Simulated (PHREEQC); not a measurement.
Solution (10 °C): 1.6 mmol/kgw KOH and 47 mmol/kgw NaHCO3. Closed to the air; pH follows from the charge balance.

Model: Pitzer model, pitzer.dat, run in PHREEQC.

No solid was allowed to form.

**Question.** Predict the pH, density.

**Answer.** pH 8.72; density 1.003 g/cm³.

**Question.** In which forms is C present?

**Answer.** HCO3- 96 %, CO3-2 3.9 % of the C.

Away from 25 °C the constants follow the database's enthalpies or fits; those with neither stay at their 25 °C values.
